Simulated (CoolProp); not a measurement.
Computed with CoolProp (reference Helmholtz-energy equation of state, Lemmon 2006). It is a short technical equation, of lower accuracy than the large ones.

**Question.** Give the vapour pressure (kPa), liquid density (kg/m³), enthalpy of vaporisation (kJ/kg), liquid conductivity (mW/(m K)) of saturated isopentane at 126.75 °C.

**Answer.** 
```
T (°C)  p (kPa)  liquid density (kg/m³)  enthalpy of vaporisation (kJ/kg)  liquid conductivity (mW/(m K))
------  -------  ----------------------  --------------------------------  ------------------------------
126.75     1240                     488                               238                            71.2
```

Thermal conductivity comes from a separate model (Vassiliou 2015).
